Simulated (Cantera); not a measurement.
# Oxide etching and cleaning by halides: Fe₂O₃ + HCl

A closed system holds: 1 mol Fe₂O₃, 3.8 mol HCl, held at 0.0113 Torr.

Equilibrium computed with Cantera from the NASA thermochemical tables; the gas is ideal and each condensed phase is pure. Candidate condensed phases: Fe, FeCl₂, FeCl₃, FeO, Fe(OH)₂, Fe(OH)₃, Fe₂O₃, Fe₃O₄, H₂O; 22 gas species. The tables' stoichiometric FeO is somewhat more stable than real wüstite, so its field is too wide. FeO: taken at fixed stoichiometry. Rates play no part.

```json
[
 {"T (°C)": "675", "log p HCl": "-4.84", "log p H₂O": "-6.67", "log p FeCl₂": "-6.87", "log p Cl": "-7.47", "log p Fe": "<-16", "log p O₂": "-8.23", "log p FeO": "<-16", "log p OH": "-12.13", "log p H": "-15.94", "log p O": "-14.64", "log p H₂": "-13.33", "n Fe₂O₃(s)": "0.981", "n Fe₃O₄(s)": "0", "n FeO(l)": "0"},
 {"T (°C)": "775", "log p HCl": "-4.85", "log p H₂O": "-6.34", "log p FeCl₂": "-6.44", "log p Cl": "-6.93", "log p Fe": "<-16", "log p O₂": "-7.31", "log p FeO": "<-16", "log p OH": "-10.88", "log p H": "-14.19", "log p O": "-12.85", "log p H₂": "-12.15", "n Fe₂O₃(s)": "0.953", "n Fe₃O₄(s)": "0", "n FeO(l)": "0"},
 {"T (°C)": "875", "log p HCl": "-4.89", "log p H₂O": "-6.03", "log p FeCl₂": "-6.09", "log p Cl": "-6.60", "log p Fe": "<-16", "log p O₂": "-6.87", "log p FeO": "-16.20", "log p OH": "-9.91", "log p H": "-12.63", "log p O": "-11.54", "log p H₂": "-10.98", "n Fe₂O₃(s)": "0.896", "n Fe₃O₄(s)": "0", "n FeO(l)": "0"},
 {"T (°C)": "975", "log p HCl": "-4.95", "log p H₂O": "-5.84", "log p FeCl₂": "-5.93", "log p Cl": "-6.24", "log p Fe": "-15.52", "log p O₂": "-6.18", "log p FeO": "-14.09", "log p OH": "-9.04", "log p H": "-11.44", "log p O": "-10.27", "log p H₂": "-10.23", "n Fe₂O₃(s)": "0", "n Fe₃O₄(s)": "0.562", "n FeO(l)": "0"},
 {"T (°C)": "1075", "log p HCl": "-5.02", "log p H₂O": "-5.67", "log p FeCl₂": "-5.76", "log p Cl": "-6.09", "log p Fe": "-13.15", "log p O₂": "-6.16", "log p FeO": "-12.24", "log p OH": "-8.45", "log p H": "-10.28", "log p O": "-9.47", "log p H₂": "-9.29", "n Fe₂O₃(s)": "0", "n Fe₃O₄(s)": "0.509", "n FeO(l)": "0"},
 {"T (°C)": "1175", "log p HCl": "-5.09", "log p H₂O": "-5.55", "log p FeCl₂": "-5.64", "log p Cl": "-5.96", "log p Fe": "-11.12", "log p O₂": "-6.15", "log p FeO": "-10.66", "log p OH": "-7.95", "log p H": "-9.29", "log p O": "-8.78", "log p H₂": "-8.51", "n Fe₂O₃(s)": "0", "n Fe₃O₄(s)": "0.455", "n FeO(l)": "0"},
 {"T (°C)": "1275", "log p HCl": "-5.18", "log p H₂O": "-5.46", "log p FeCl₂": "-5.55", "log p Cl": "-5.87", "log p Fe": "-9.35", "log p O₂": "-6.14", "log p FeO": "-9.28", "log p OH": "-7.53", "log p H": "-8.43", "log p O": "-8.19", "log p H₂": "-7.84", "n Fe₂O₃(s)": "0", "n Fe₃O₄(s)": "0.406", "n FeO(l)": "0"},
 {"T (°C)": "1375", "log p HCl": "-5.27", "log p H₂O": "-5.41", "log p FeCl₂": "-5.50", "log p Cl": "-5.79", "log p Fe": "-7.79", "log p O₂": "-6.14", "log p FeO": "-8.07", "log p OH": "-7.17", "log p H": "-7.69", "log p O": "-7.67", "log p H₂": "-7.28", "n Fe₂O₃(s)": "0", "n Fe₃O₄(s)": "0.362", "n FeO(l)": "0"},
 {"T (°C)": "1475", "log p HCl": "-5.35", "log p H₂O": "-5.44", "log p FeCl₂": "-5.56", "log p Cl": "-5.63", "log p Fe": "-6.72", "log p O₂": "-5.95", "log p FeO": "-7.21", "log p OH": "-6.84", "log p H": "-7.11", "log p O": "-7.11", "log p H₂": "-6.95", "n Fe₂O₃(s)": "0", "n Fe₃O₄(s)": "0", "n FeO(l)": "1.08"},
 {"T (°C)": "1575", "log p HCl": "-5.51", "log p H₂O": "-5.55", "log p FeCl₂": "-5.74", "log p Cl": "-5.55", "log p Fe": "-5.74", "log p O₂": "-5.84", "log p FeO": "-6.46", "log p OH": "-6.61", "log p H": "-6.63", "log p O": "-6.64", "log p H₂": "-6.71", "n Fe₂O₃(s)": "0", "n Fe₃O₄(s)": "0", "n FeO(l)": "0.407"}
]
```
log p: log10 of the partial pressure in bar; n: condensed amount in mol.

From 675 °C to 875 °C the condensed part is Fe₂O₃(s). From 975 °C to 1375 °C the condensed part is Fe₃O₄(s). From 1475 °C to 1575 °C the condensed part is FeO(l). The main Fe-bearing gas is FeCl₂ throughout. The share of Fe in condensed phases is highest at 675 °C (98.1 %) and lowest at 1575 °C (20.4 %).
